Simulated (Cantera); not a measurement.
An adiabatic, constant-pressure homogeneous reactor starts with 11.2 % CH4, 18.7 % O2, 70.0 % N2, 0.123 % C2H6, at 1050 K and 7.20 bar.

Detailed kinetics in Cantera: GRI-Mech 3.0 (53 species, 325 reactions).

Q: Predict: time of steepest temperature rise; temperature at 0.200 s; equilibrium temperature; x(O2) at 0.200 s; x(NO2) at 0.200 s; x(H) at 0.200 s; x(HCN) at 0.200 s; x(NO) at 0.200 s.

A: 
```
Quantity                                                               Value
---------------------------------  -----------------------------------------
time of steepest temperature rise                                    38.1 ms
temperature at 0.200 s                                                2644 K
equilibrium temperature                                               2644 K
x(O2) at 0.200 s                   0.000797 (gas-phase equilibrium 0.000797)
x(NO2) at 0.200 s                    2.12e-7 (gas-phase equilibrium 2.12e-7)
x(H) at 0.200 s                      0.00290 (gas-phase equilibrium 0.00290)
x(HCN) at 0.200 s                    1.72e-8 (gas-phase equilibrium 1.72e-8)
x(NO) at 0.200 s                     0.00166 (gas-phase equilibrium 0.00166)
```
